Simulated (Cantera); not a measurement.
## Gas-phase reforming

An isothermal, constant-pressure homogeneous reactor starts with CH₄ : H₂O = 0.11 : 3.4 (molar parts), at 2100 K and 100.0 Torr.

Detailed kinetics in Cantera: GRI-Mech 3.0 (53 species, 325 reactions).

```
t (s)        x CH₄  x H₂O      x O₂    x CH₂O     x H₂     x HCO    x C₂H₂
--------  --------  -----  --------  --------  -------  --------  --------
4.00e-5     0.0296  0.967   2.54e-8   2.53e-5  0.00114   3.88e-8   3.43e-6
0.000115    0.0254  0.963   1.12e-6  0.000272  0.00553   1.05e-6  0.000243
0.000328    0.0136  0.941   1.63e-5  0.000320   0.0304   2.25e-6   0.00351
0.000940   0.00378  0.906   4.88e-5   9.49e-5   0.0660   9.22e-7   0.00452
0.00269   0.000667  0.872   5.44e-5   1.51e-5   0.0968   1.82e-7  0.000997
0.00771    4.30e-6  0.861   6.05e-5   1.01e-7    0.107   2.17e-9   4.75e-6
0.0221      <1e-12  0.859  0.000113  6.50e-11    0.107  9.85e-10    <1e-12
0.0632      <1e-12  0.858  0.000167  6.44e-11    0.107   1.18e-9    <1e-12
0.181       <1e-12  0.858  0.000173  6.43e-11    0.107   1.20e-9    <1e-12
0.519       <1e-12  0.858  0.000173  6.43e-11    0.107   1.20e-9    <1e-12
1.49        <1e-12  0.858  0.000173  6.43e-11    0.107   1.20e-9    <1e-12
4.26        <1e-12  0.858  0.000173  6.43e-11    0.107   1.20e-9    <1e-12
12.2        <1e-12  0.858  0.000173  6.43e-11    0.107   1.20e-9    <1e-12
34.9        <1e-12  0.858  0.000173  6.43e-11    0.107   1.20e-9    <1e-12
100         <1e-12  0.858  0.000173  6.43e-11    0.107   1.20e-9    <1e-12
```
x: mole fraction; the columns are a selection and need not sum to one.

Equilibrium at this temperature and pressure: CH₄ <1e-12, H₂O 0.858, O₂ 0.000173, CH₂O 6.43e-11, H₂ 0.107, HCO 1.20e-9, C₂H₂ <1e-12 (gas phase only).
